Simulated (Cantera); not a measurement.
A perfectly stirred reactor is fed with 0.961 % CH4, 7.82 % O2, 91.2 % N2, equivalence ratio 0.25, at 10.0 bar; it is held at 1125 K, and followed from long to short residence time.

Detailed kinetics in Cantera: GRI-Mech 3.0 (53 species, 325 reactions). The temperature is held fixed by assumption; the heat of reaction is taken as removed at once.

Task: Predict: x(CH4) at τ = 0.400 s; x(O2) at τ = 0.400 s; x(CO) at τ = 0.400 s; x(H2O2) at τ = 0.400 s; x(C2H2) at τ = 0.400 s; x(CH4) at τ = 60.0 ms; x(O2) at τ = 60.0 ms; x(CO) at τ = 60.0 ms; x(H2O2) at τ = 60.0 ms; x(C2H2) at τ = 60.0 ms.

Result: 
```
Item                       Value
----------------------  --------
x(CH4) at τ = 0.400 s   0.000347
x(O2) at τ = 0.400 s      0.0605
x(CO) at τ = 0.400 s     0.00161
x(H2O2) at τ = 0.400 s   1.20e-6
x(C2H2) at τ = 0.400 s   1.15e-7
x(CH4) at τ = 60.0 ms    0.00110
x(O2) at τ = 60.0 ms      0.0630
x(CO) at τ = 60.0 ms     0.00345
x(H2O2) at τ = 60.0 ms   6.34e-6
x(C2H2) at τ = 60.0 ms   3.79e-7
```
